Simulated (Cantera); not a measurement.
Input (Python, Cantera):

```python
import numpy as np
import cantera as ct

gas = ct.Solution("gri30.yaml")
gas.TPX = 1175, 32000, {'N2O': 1, 'N2': 4.3}
inlet = ct.Reservoir(gas, clone=True)

reactor = ct.IdealGasConstPressureReactor(gas, energy="off", clone=False)
exhaust = ct.Reservoir(gas, clone=True)
tau = [1.4, 0.28, 0.059, 0.012, 0.0026, 0.00054, 0.00011][0]
for a, b in ((inlet, reactor), (reactor, exhaust)):
    ct.MassFlowController(a, b, mdot=lambda t: reactor.mass / tau)
net = ct.ReactorNet([reactor])
show = ['N2O', 'N2', 'NO2', 'O2', 'NO', 'O']

rows = []
print(f"{'tau/s':>10s}{'T/K':>9s}" + "".join(f"{s:>11s}" for s in show))
for tau in [1.4, 0.28, 0.059, 0.012, 0.0026, 0.00054, 0.00011]:
    net.initial_time = 0.0
    net.advance(30 * tau)
    before = gas.X
    net.advance(40 * tau)
    drift = np.max(np.abs(gas.X - before) / (gas.X + 1e-9))
    rows.append([gas.T, *gas[show].X, drift])
    print(f"{tau:10.3e}{gas.T:9.1f}" + "".join(f"{x:11.3e}" for x in gas[show].X))
```

Result:

```
     tau/s      T/K        N2O         N2        NO2         O2         NO          O
 1.400e+00   1175.0  1.599e-01  8.257e-01  8.836e-06  1.192e-02  2.450e-03  1.169e-06
 2.800e-01   1175.0  1.820e-01  8.146e-01  1.778e-06  2.744e-03  5.725e-04  1.199e-06
 5.900e-02   1175.0  1.872e-01  8.120e-01  2.352e-07  5.953e-04  1.247e-04  1.204e-06
 1.200e-02   1175.0  1.884e-01  8.115e-01  1.615e-08  1.210e-04  2.539e-05  1.196e-06
 2.600e-03   1175.0  1.886e-01  8.114e-01  8.235e-10  2.544e-05  5.340e-06  1.159e-06
 5.400e-04   1175.0  1.887e-01  8.113e-01  2.776e-11  4.592e-06  9.640e-07  1.007e-06
 1.100e-04   1175.0  1.887e-01  8.113e-01  4.273e-13  5.678e-07  1.192e-07  6.114e-07
```

Model: GRI-Mech 3.0 (53 species, 325 reactions), integrated in Cantera. GRI-Mech 3.0 was tuned for natural gas; its chemistry of N2O as a main component is partial and can be far from experiment. The mechanism lacks the step 2 NO + O2 → 2 NO2, which can matter for NO2 below about 1400 K. The temperature is held fixed by assumption; the heat of reaction is taken as removed at once.
